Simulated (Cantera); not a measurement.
**n-butane + H2 + N2 (carbon deposition, reforming and gasification)**

A closed system holds: 1 mol n-butane, 6.7 mol H2, 30 mol N2, equilibrated at 1 atm.

Equilibrium computed with Cantera from the NASA thermochemical tables; the gas is ideal and each condensed phase is pure. Candidate condensed phases: C, C6H6, C7H8, C8H18; 92 gas species. The numbers say what is thermodynamically allowed, not how fast it happens.

| T (°C) | x N2 | x H2 | x CH4 | x HCN | x H | x HNC | x C2H2 (acetylene) | x NH3 | n C(graphite) |
|---|---|---|---|---|---|---|---|---|---|
| 402 | 0.796 | 0.0976 | 0.106 | 4.72e-10 | <1e-12 | <1e-12 | <1e-12 | 0.000361 | 0 |
| 552 | 0.749 | 0.210 | 0.0406 | 6.84e-8 | 3.62e-12 | 2.15e-11 | <1e-12 | 0.000198 | 2.37 |
| 702 | 0.726 | 0.265 | 0.00895 | 1.51e-6 | 5.85e-10 | 1.85e-9 | 1.51e-10 | 8.13e-5 | 3.63 |
| 852 | 0.721 | 0.277 | 0.00224 | 1.37e-5 | 2.32e-8 | 4.56e-8 | 6.36e-9 | 3.48e-5 | 3.91 |
| 1002 | 0.720 | 0.279 | 0.000732 | 7.30e-5 | 3.87e-7 | 5.22e-7 | 1.07e-7 | 1.74e-5 | 3.97 |
| 1152 | 0.720 | 0.280 | 0.000299 | 0.000272 | 3.59e-6 | 3.55e-6 | 9.87e-7 | 1.00e-5 | 3.98 |
| 1302 | 0.719 | 0.280 | 0.000144 | 0.000785 | 2.18e-5 | 1.67e-5 | 5.91e-6 | 6.35e-6 | 3.96 |
| 1452 | 0.718 | 0.279 | 7.90e-5 | 0.00188 | 9.75e-5 | 5.98e-5 | 2.57e-5 | 4.36e-6 | 3.91 |
| 1602 | 0.717 | 0.278 | 4.75e-5 | 0.00389 | 0.000343 | 0.000174 | 8.81e-5 | 3.16e-6 | 3.82 |
| 1752 | 0.715 | 0.276 | 3.06e-5 | 0.00722 | 0.00100 | 0.000429 | 0.000250 | 2.39e-6 | 3.66 |
| 1902 | 0.712 | 0.272 | 2.08e-5 | 0.0122 | 0.00253 | 0.000929 | 0.000606 | 1.86e-6 | 3.40 |
| 2052 | 0.707 | 0.265 | 1.45e-5 | 0.0191 | 0.00563 | 0.00180 | 0.00130 | 1.47e-6 | 3.01 |
| 2202 | 0.700 | 0.255 | 1.03e-5 | 0.0281 | 0.0113 | 0.00319 | 0.00248 | 1.16e-6 | 2.47 |
| 2352 | 0.690 | 0.241 | 7.28e-6 | 0.0389 | 0.0207 | 0.00522 | 0.00430 | 9.14e-7 | 1.75 |
x: gas mole fraction; n: condensed amount in mol.

At 402 °C nothing is condensed. From 552 °C to 2352 °C the condensed part is C(graphite). The main C-bearing gas is CH4 at 402 °C and HCN at 2352 °C. The share of C in condensed phases is highest at 1152 °C (99.4 %) and lowest at 402 °C (0.0 %).
